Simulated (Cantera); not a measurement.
# Premixed flame

A freely propagating, adiabatic, planar premixed flame of 4.21 % C3H8, 19.2 % O2, 69.1 % N2, 7.58 % CO2, equivalence ratio 1.1, unburnt at 373 K and 255 Torr; mixture-averaged transport, grid criteria slope 0.08 and curve 0.16, no radiation.

Cantera simulation using GRI-Mech 3.0 (53 species, 325 reactions); the numbers are that mechanism's predictions, not measurements. GRI-Mech 3.0 was tuned for natural gas; its chemistry of propane as a main component is partial and can be far from experiment. Burning velocities carry a grid error of a few per cent, more on coarse grids.

```tsv
z (mm)	T (K)	u (m/s)	x C3H8	x O2	x CO2	x N2O	x NO2	x H
-2.86	373	0.632	0.0421	0.191	0.0757	<1e-8	<1e-8	<1e-8
-1.91	374	0.634	0.0420	0.191	0.0756	<1e-8	<1e-8	<1e-8
-1.43	378	0.642	0.0419	0.190	0.0754	<1e-8	<1e-8	<1e-8
-0.955	417	0.714	0.0414	0.186	0.0750	<1e-8	3.30e-8	2.48e-8
-0.477	766	1.35	0.0325	0.151	0.0754	<1e-8	5.98e-8	4.47e-5
-0.239	1176	2.14	0.0130	0.108	0.0796	<1e-8	1.86e-8	0.000615
0	1567	2.92	0.000517	0.0607	0.0894	1.27e-8	<1e-8	0.00365
0.239	1732	3.24	6.90e-7	0.0337	0.102	2.18e-8	<1e-8	0.00769
0.477	1771	3.31	<1e-8	0.0235	0.112	2.76e-8	<1e-8	0.00997
0.955	1804	3.35	<1e-8	0.0181	0.123	2.92e-8	<1e-8	0.0109
1.91	1844	3.41	<1e-8	0.0157	0.129	2.85e-8	<1e-8	0.00992
3.82	1898	3.50	<1e-8	0.0137	0.132	2.87e-8	<1e-8	0.00783
7.64	1963	3.60	<1e-8	0.0112	0.136	2.91e-8	<1e-8	0.00554
```
x: mole fraction of selected species; z is measured from the peak of heat release.

- laminar burning velocity = 63.1 cm/s
- thermal thickness = 0.955 mm
- peak x(H) = 0.0109
- grid points = 151
